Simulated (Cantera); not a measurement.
Input (Python, Cantera):

```python
import numpy as np
import cantera as ct

gas = ct.Solution("h2o2.yaml")
gas.TPX = 1475, 101325, {'H2': 1, 'O2': 1.39, 'N2': 5.22, 'H2O': 0.99}
reactor = ct.IdealGasReactor(gas, energy="on", clone=False)
net = ct.ReactorNet([reactor])
net.rtol, net.atol = 1e-08, 1e-16
show = ['H2', 'O2', 'H2O', 'OH', 'HO2']
times = np.geomspace(9e-06, 6, 12)

steps = ct.SolutionArray(gas, extra=["t"])
rows = []
print(f"{'t/s':>10s}{'T/K':>9s}{'P/Pa':>11s}" + "".join(f"{s:>11s}" for s in show))
for t in times:
    while net.time < t:
        t_next = net.step()
        steps.append(gas.state, t=t_next)
    rows.append([np.interp(t, steps.t, y) for y in (steps.T, steps.P, *steps(*show).X.T)])
    print(f"{t:10.3e}{rows[-1][0]:9.1f}{rows[-1][1]:11.4g}" + "".join(f"{x:11.3e}" for x in rows[-1][2:]))
rate = np.gradient(steps.T, steps.t)
print("integrator steps:", len(steps.t))
if steps.T.max() > steps.T[0] + 200:
    print(f"time of steepest temperature rise: {steps.t[rate.argmax()]:.4e} s")
gas.TPX = 1475, 101325, {'H2': 1, 'O2': 1.39, 'N2': 5.22, 'H2O': 0.99}
gas.equilibrate("UV")
print(f"equilibrium (UV): T = {gas.T:.1f} K  " + "  ".join(f"{s} {gas[s].X[0]:.3e}" for s in show))
```

Output:

```
       t/s      T/K       P/Pa         H2         O2        H2O         OH        HO2
 9.000e-06   1475.1  1.013e+05  1.161e-01  1.615e-01  1.152e-01  2.178e-05  8.175e-06
 3.046e-05   1950.5  1.301e+05  1.365e-02  1.042e-01  2.077e-01  1.976e-02  3.679e-05
 1.031e-04   2307.8  1.504e+05  3.042e-03  1.059e-01  2.336e-01  1.347e-02  9.903e-06
 3.488e-04   2351.8  1.529e+05  1.643e-03  1.068e-01  2.375e-01  1.038e-02  9.799e-06
 1.180e-03   2351.8  1.529e+05  1.641e-03  1.068e-01  2.375e-01  1.037e-02  9.800e-06
 3.995e-03   2351.8  1.529e+05  1.641e-03  1.068e-01  2.375e-01  1.037e-02  9.800e-06
 1.352e-02   2351.8  1.529e+05  1.641e-03  1.068e-01  2.375e-01  1.037e-02  9.800e-06
 4.575e-02   2351.8  1.529e+05  1.641e-03  1.068e-01  2.375e-01  1.037e-02  9.800e-06
 1.548e-01   2351.8  1.529e+05  1.641e-03  1.068e-01  2.375e-01  1.037e-02  9.800e-06
 5.239e-01   2351.8  1.529e+05  1.641e-03  1.068e-01  2.375e-01  1.037e-02  9.800e-06
 1.773e+00   2351.8  1.529e+05  1.641e-03  1.068e-01  2.375e-01  1.037e-02  9.800e-06
 6.000e+00   2351.8  1.529e+05  1.641e-03  1.068e-01  2.375e-01  1.037e-02  9.800e-06
integrator steps: 1089
time of steepest temperature rise: 1.8914e-05 s
equilibrium (UV): T = 2351.8 K  H2 1.641e-03  O2 1.068e-01  H2O 2.375e-01  OH 1.037e-02  HO2 9.800e-06
```

Cantera simulation using the H2/O2 subset of GRI-Mech 3.0, which has no nitrogen chemistry; the numbers are that mechanism's predictions, not measurements.
